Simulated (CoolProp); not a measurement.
Propylene glycol along the isobar 0.654 bar: density (kg/m³) from the reference equation and from simpler models built on Tc = 674.0 K, pc = 72.92 bar, ω = 0.327; each cubic takes its own stable root.

Computed with CoolProp (reference Helmholtz-energy equation of state, Eisenbach 2021).

```json
[
 {"T (K)": "249.4", "phase": "liquid", "reference": "1069"},
 {"T (K)": "271.2", "phase": "liquid", "reference": "1053"},
 {"T (K)": "293", "phase": "liquid", "reference": "1036"},
 {"T (K)": "314.8", "phase": "liquid", "reference": "1020"},
 {"T (K)": "336.6", "phase": "liquid", "reference": "1003"},
 {"T (K)": "358.4", "phase": "liquid", "reference": "985.2"},
 {"T (K)": "380.2", "phase": "liquid", "reference": "967.0"},
 {"T (K)": "402", "phase": "liquid", "reference": "948.2"},
 {"T (K)": "423.8", "phase": "liquid", "reference": "928.5"},
 {"T (K)": "445.6", "phase": "liquid", "reference": "907.8"},
 {"T (K)": "467.4", "phase": "gas", "reference": "1.297"},
 {"T (K)": "489.2", "phase": "gas", "reference": "1.236"},
 {"T (K)": "511", "phase": "gas", "reference": "1.182"},
 {"T (K)": "532.8", "phase": "gas", "reference": "1.132"}
]
```

Task: How far does each simpler model (van der Waals, Redlich-Kwong, Soave-Redlich-Kwong, Peng-Robinson) lie from the reference over these 14 states: mean and median of the absolute difference, and the worst?

Result: 
- van der Waals: mean 62.2 %, median 99.8 %, worst -99.9 % at 445.6 K and 0.654 bar
- Redlich-Kwong: mean 30.2 %, median 3.5 %, worst -99.9 % at 445.6 K and 0.654 bar
- Soave-Redlich-Kwong: mean 15.0 %, median 1.1 %, worst -99.9 % at 445.6 K and 0.654 bar
- Peng-Robinson: mean 20.6 %, median 10.9 %, worst -99.9 % at 445.6 K and 0.654 bar

At some of these states van der Waals, Redlich-Kwong, Soave-Redlich-Kwong, Peng-Robinson gives the other phase, because its saturation line lies elsewhere.
